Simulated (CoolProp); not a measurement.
Saturated liquid density (kg/m³) of R1132(E): the reference equation beside estimates from Tc = 348.8 K, pc = 5.174 MPa, ω = 0.245. Rackett uses Z = 0.29056 − 0.08775 ω.

The numbers come from the reference Helmholtz-energy equation of state, Akasaka 2024 in CoolProp.

| T (K) | reference | Rackett | Redlich-Kwong | Soave-Redlich-Kwong | Peng-Robinson |
|---|---|---|---|---|---|
| 277.2 | 989.6 | 978.6 | 838.7 | 878.0 | 996.4 |
| 283.5 | 969.0 | 957.7 | 815.3 | 854.5 | 969.9 |
| 289.8 | 947.3 | 935.7 | 790.7 | 829.6 | 941.6 |
| 296 | 924.7 | 912.9 | 765.1 | 803.3 | 911.7 |
| 302.3 | 900.1 | 888.3 | 737.5 | 774.7 | 878.8 |
| 308.6 | 873.5 | 862.0 | 707.9 | 743.7 | 843.1 |
| 314.9 | 844.5 | 833.5 | 676.0 | 710.0 | 804.0 |
| 321.2 | 812.3 | 802.0 | 641.2 | 672.7 | 760.4 |
| 327.5 | 775.8 | 766.5 | 602.5 | 630.7 | 711.2 |

Absolute difference from the reference over all 9 rows, mean and median: Rackett 1.2 and 1.3 %, Redlich-Kwong 18.4 and 18.1 %, Soave-Redlich-Kwong 14.4 and 13.9 %, Peng-Robinson 3.1 and 2.4 %.
